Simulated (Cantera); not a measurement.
Charge: 1 mol MgCO3, 0.85 mol O2, 0.1 mol H2O, at 1675 °C and 75.0 Torr.

Equilibrium computed with Cantera from the NASA thermochemical tables; the gas is ideal and each condensed phase is pure. Candidate condensed phases: C, C6H6, C7H8, C8H18, H2O, Mg, MgCO3, MgO, Mg(OH)2; 116 gas species. Kinetics and transport are ignored.

Base state: CO2 0.510, O2 0.435, H2O 0.0499, OH 0.00238, CO 0.00207, O 0.000926, H2 4.61e-5, H 2.43e-5 (mole fractions); condensed: MgO(s).

Question: What changes in the equilibrium state with this change: H2O from 0.1 to 0.91 mol?

Answer: 
```tsv
species	before	after
CO2	0.510	0.360
H2O	0.0499	0.326
O2	0.435	0.306
H2	4.61e-5	0.000359
H	2.43e-5	6.77e-5
OH	0.00238	0.00556
O	0.000926	0.000777
MgO(s), mol	1.000	1.000
```
